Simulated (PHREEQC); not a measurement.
# Spent oxide etchant: speciation

Consider water at 50 °C with 0.047 mol HF, 0.00019 mol H2SiF6, 9.4e-05 mol H3BO3 and 0.00026 mol HNO3 per kg of water. Closed to the air; pH follows from the charge balance.

Computed with PHREEQC (ion-association model, wateq4f.dat).

Precipitation was switched off in this run.

**Question.** Predict the pH, ionic strength.

**Answer.** pH 2.33; ionic strength 0.00526 mol/kgw.

**Question.** In which forms is B present?

**Answer.** BF4- 98 %, BF3OH- 1.5 % of the B.

wateq4f.dat counts part of the HF as a dimer, H2F2, which phreeqc.dat doesn't know; its constant is uncertain. Away from 25 °C the constants follow the database's enthalpies or fits; those with neither stay at their 25 °C values. SiF6-2 is the database's only silicon fluoride. Real BF4- forms and hydrolyses slowly; the run takes it at equilibrium.
